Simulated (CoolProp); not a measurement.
Vapour-liquid equilibrium of R125 (1) + R236EA (2) at 782 kPa; x and y are mole fractions of (1).

Values from CoolProp's multi-fluid Helmholtz-energy mixture model, Lemmon 2005 and Rui 2013; pair parameters Bell 2016.

**Question.** Give the bubble temperature and the first vapour's composition at x = 0.25, 0.55, 0.75. Is there an azeotrope?

**Answer.** x = 0.25: 316.9 K, y = 0.585; x = 0.55: 296.7 K, y = 0.854; x = 0.75: 287.4 K, y = 0.938. No azeotrope shows between x = 0.05 and 0.95.

Pair parameters are fitted to limited data, so mixtures are less certain than the pure fluids.
